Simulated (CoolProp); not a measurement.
CHF3 (R23) along the isotherm 41.95 °C: fugacity coefficient from the reference equation and from simpler models built on Tc = 26.1 °C, pc = 4832 kPa, ω = 0.263; each cubic takes its own stable root.

Values from CoolProp's reference Helmholtz-energy equation of state, Penoncello 2003.

```tsv
p (kPa)	phase	reference	van der Waals	Soave-Redlich-Kwong	Peng-Robinson
453	gas	0.9718	0.9755	0.9734	0.9701
906	gas	0.9439	0.9511	0.9470	0.9406
1360	gas	0.9163	0.9268	0.9209	0.9117
1810	gas	0.8892	0.9027	0.8953	0.8835
2260	gas	0.8624	0.8786	0.8700	0.8557
2720	gas	0.8352	0.8540	0.8443	0.8278
3170	gas	0.8089	0.8298	0.8194	0.8009
3620	gas	0.7828	0.8055	0.7946	0.7743
4080	gas	0.7562	0.7804	0.7693	0.7475
4530	gas	0.7304	0.7554	0.7447	0.7216
4980	supercritical	0.7045	0.7299	0.7200	0.6958
5440	supercritical	0.6779	0.7026	0.6947	0.6695
5890	supercritical	0.6517	0.6739	0.6697	0.6439
6340	supercritical	0.6251	0.6446	0.6445	0.6185
6790	supercritical	0.5985	0.6177	0.6197	0.5935
7250	supercritical	0.5724	0.5929	0.5956	0.5695
```
